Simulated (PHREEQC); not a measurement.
Model water analysis in mg/kgw, 25 °C, pH 3.99, pe 9.8:

```tsv
constituent	mg/kgw
Na	1560
K	246
Ca	22.4
Mg	504
Cl	1090
S(6) as SO4	4200
Zn	11.5
```

Valence states are taken as typed.

All values are PHREEQC results (ion-association model, wateq4f.dat), not measurements.

Each row changes one thing in this solution. This is a speciation only: nothing precipitates in the calculation.

| case | ionic strength (mol/kgw) | Na+ (mol/kgw) | SO4-2 (mol/kgw) | Mg+2 (mol/kgw) | MgSO4 (mol/kgw) | K+ (mol/kgw) | SI of Gypsum (CaSO4:2H2O) | SI of Halite (NaCl) |
|---|---|---|---|---|---|---|---|---|
| as made | 0.136 | 0.0646 | 0.0300 | 0.0111 | 0.00960 | 0.00589 | -1.35 | -4.53 |
| all concentrations times 4 at the same typed pH | 0.483 | 0.246 | 0.0979 | 0.0368 | 0.0463 | 0.0222 | -0.64 | (withheld) |
| Ca from 22.4 to 67.2 mg/kgw | 0.137 | 0.0646 | 0.0297 | 0.0112 | 0.00953 | 0.00589 | -0.87 | -4.53 |
| temperature from 25 to 45 °C at the same typed pH | 0.127 | 0.0645 | (withheld) | 0.00919 | 0.0115 | 0.00579 | (withheld) | -4.58 |

What belongs in the gaps?


- all concentrations times 4 at the same typed pH, SI of Halite (NaCl): -3.44
- temperature from 25 to 45 °C at the same typed pH, SO4-2 (mol/kgw): 0.0278
- temperature from 25 to 45 °C at the same typed pH, SI of Gypsum (CaSO4:2H2O): -1.38

At this temperature some constants are extrapolated from 25 °C, and those without enthalpy data are left unchanged.
